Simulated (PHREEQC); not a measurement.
## Copper plating or etch bath (model solution)

Solution (25 °C): 0.00042 mol/kgw CuSO4 and 0.001 mol/kgw H2SO4. Closed to the air; pH follows from the charge balance.

The numbers come from PHREEQC with the ion-association model, phreeqc.dat.

No solid was allowed to form.

Problem. What pH does the model give?

Solution. pH 2.76.

Problem. In which forms is Cu present?

Solution. Cu+2 88 %, CuSO4 12 % of the Cu.
